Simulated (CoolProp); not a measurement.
Fluorine at several states: density (kg/m³) from the reference equation and from simpler models built on Tc = 144.4 K, pc = 5240 kPa, ω = 0.045; each cubic takes its own stable root.

Values from CoolProp's reference Helmholtz-energy equation of state, de Reuck 1990.

| T (K) | p (kPa) | phase | reference |
|---|---|---|---|
| 268.7 | 659 | gas | 11.26 |
| 84.4 | 57.1 | gas | 3.154 |
| 121.3 | 300 | gas | 11.69 |
| 117.7 | 2080 | liquid | 1237 |

Q: How far does each simpler model (van der Waals, Redlich-Kwong, Soave-Redlich-Kwong, Peng-Robinson) lie from the reference over these 4 states: mean and median of the absolute difference, and the worst?

A: 
- van der Waals: mean 23.3 %, median 0.8 %, worst -91.3 % at 117.7 K and 2080 kPa
- Redlich-Kwong: mean 1.1 %, median 0.2 %, worst -4.0 % at 117.7 K and 2080 kPa
- Soave-Redlich-Kwong: mean 1.1 %, median 0.2 %, worst -3.8 % at 117.7 K and 2080 kPa
- Peng-Robinson: mean 2.4 %, median 0.3 %, worst +9.0 % at 117.7 K and 2080 kPa

At some of these states van der Waals gives the other phase, because its saturation line lies elsewhere.
